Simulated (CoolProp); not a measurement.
Nitrous oxide along the isotherm 220.5 K: Z from the reference equation and from simpler models built on Tc = 309.5 K, pc = 7.245 MPa, ω = 0.161; each cubic takes its own stable root.

Computed with CoolProp (reference Helmholtz-energy equation of state, Lemmon 2006). It is a short technical equation, of lower accuracy than the large ones.

```
p (MPa)   phase  reference
-------  ------  ---------
0.362       gas     0.9468
0.724    liquid    0.01553
1.09     liquid    0.02337
1.45     liquid    0.03106
1.81     liquid    0.03875
2.17     liquid    0.04642
2.54     liquid    0.05429
2.9      liquid    0.06194
3.26     liquid    0.06958
3.62     liquid    0.07721
```

Q: How far does each simpler model (van der Waals, Peng-Robinson) lie from the reference over these 10 states: mean and median of the absolute difference, and the worst?

A: 
- van der Waals: mean 1258.1 %, median 59.7 %, worst +5887.8 % at 220.5 K and 0.724 MPa
- Peng-Robinson: mean 4.3 %, median 4.7 %, worst -4.8 % at 220.5 K and 3.62 MPa

At some of these states van der Waals gives the other phase, because its saturation line lies elsewhere.
